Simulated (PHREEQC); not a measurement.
**Polishing slurry liquid (model solution)**

Consider water at 20 °C with 0.0051 mol/kgw K2CO3, 0.00076 mol/kgw H4SiO4 and 0.15 mol/kgw KH2PO4. Closed to the air; pH follows from the charge balance.

Equilibrium calculation in PHREEQC: ion-association model, wateq4f.dat.

Each row changes one thing in this solution. This is a speciation only: nothing precipitates in the calculation.

```tsv
case	pH	ionic strength (mol/kgw)	H3SiO4- (mol/kgw)	SI of SiO2(a) (SiO2)
as made	5.62	0.168	5.56e-8	-0.34
temperature from 20 to 65 °C	5.50	0.168	1.54e-7	-0.68
0.0062 mol/kgw H2SO4 added	3.84	0.164	9.12e-10	-0.34
K2CO3 from 0.0051 to 0.00561 mol/kgw	5.66	0.170	6.09e-8	-0.34
KH2PO4 from 0.15 to 0.165 mol/kgw	5.57	0.183	5.00e-8	-0.34
KH2PO4 replaced by K2SO4 at the same molality	10.53	0.383	0.000660	-1.22
K2CO3 left out	4.43	0.151	3.53e-9	-0.35
```

Some of these states are supersaturated (in Quartz (slow to form), Chalcedony (slow to form), for instance). H3PO4, which wateq4f.dat lacks, is added to it with the constant of phreeqc.dat. Away from 25 °C the constants follow the database's enthalpies or fits; those with neither stay at their 25 °C values.
